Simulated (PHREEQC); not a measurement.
Spent oxide etchant

Solution (25 °C): 74 mmol/kgw HF, 0.055 mmol/kgw (NH4)2SiF6, 1.4 mmol/kgw H3AsO4 and 14 mmol/kgw H2SO4. Closed to the air; pH follows from the charge balance.

Model: ion-association model, wateq4f.dat, run in PHREEQC.

Each row changes one thing in this solution. Precipitation was switched off in this run.

```tsv
case	pH	ionic strength (mol/kgw)	HF (mol/kgw)	H2F2 (mol/kgw)	F- (mol/kgw)	H3AsO4 (mol/kgw)	SI of Quartz (SiO2)
as made	1.69	0.0296	0.0550	0.00795	0.00215	0.00108	-7.53
H2SO4 from 0.014 to 0.0154 mol/kgw	1.66	0.0317	0.0551	0.00798	0.00203	0.00110	-7.48
H2SO4 left out	2.17	0.00753	0.0520	0.00706	0.00561	0.000773	-8.20
HF from 0.074 to 0.0666 mol/kgw	1.70	0.0295	0.0505	0.00668	0.00199	0.00108	-7.31
HF replaced by CsF at the same molality	3.33	0.0884	0.0222	0.00131	0.0419	9.40e-5	-8.60
temperature from 25 to 50 °C	1.73	0.0258	0.0632	0.00408	0.00170	0.00111	-6.15
diluted 5-fold with water	2.23	0.00846	0.0123	0.000397	0.00153	0.000145	-5.27
(NH4)2SiF6 from 5.5e-05 to 8.25e-05 mol/kgw	1.69	0.0297	0.0550	0.00795	0.00215	0.00108	-7.35
H2SO4 from 0.014 to 0.14 mol/kgw	0.88	0.186	0.0562	0.00859	0.000420	0.00133	-6.30
```

Away from 25 °C the constants follow the database's enthalpies or fits; those with neither stay at their 25 °C values. SiF6-2 is the database's only silicon fluoride.
